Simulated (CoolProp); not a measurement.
Vapour-liquid equilibrium of hydrogen sulfide (1) + n-hexane (2) at 46.75 °C; x and y are mole fractions of (1).

The numbers come from the multi-fluid Helmholtz-energy mixture model, Lemmon 2006 and Thol 2019; pair parameters Kunz 2012 in CoolProp.

```tsv
x	bubble pressure, mixture model (MPa)	bubble pressure, Raoult's law (MPa)	y, mixture model	y, Raoult's law
0.05	0.2332	0.2115	0.792	0.784
0.125	0.5336	0.4566	0.909	0.908
0.2	0.8258	0.7017	0.941	0.945
0.275	1.091	0.9468	0.955	0.963
0.35	1.326	1.192	0.963	0.974
0.425	1.539	1.437	0.969	0.981
0.5	1.739	1.682	0.973	0.986
0.575	1.935	1.927	0.977	0.989
0.65	2.138	2.172	0.980	0.992
0.725	2.352	2.417	0.984	0.995
0.8	2.583	2.663	0.988	0.996
0.875	2.833	2.908	0.992	0.998
0.95	3.109	3.153	0.996	0.999
```

The largest gap from Raoult's law is +17.7 % in bubble pressure, at x = 0.2. No azeotrope shows between x = 0.05 and 0.95.

Pair parameters are fitted to limited data, so mixtures are less certain than the pure fluids. The gap from Raoult's law changes sign with composition, which may be real or a fault of the pair parameters; it wasn't checked against measurements.
